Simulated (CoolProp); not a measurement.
The numbers come from the reference Helmholtz-energy equation of state, Kamei 1995 in CoolProp.

Give the vapour pressure (kPa), vapour Z, surface tension (mN/m), liquid viscosity (µPa s) of saturated R22 at 337.1, 349.3 K.


| T (K) | p (kPa) | vapour Z | surface tension (mN/m) | liquid viscosity (µPa s) |
|---|---|---|---|---|
| 337.1 | 2640 | 0.658 | 2.99 | 79.4 |
| 349.3 | 3390 | 0.581 | 1.63 | 67.1 |

Viscosity comes from a separate model (Bell 2016), an estimate that may be off by 10 % or more. Surface tension comes from a separate correlation (Mulero 2012).
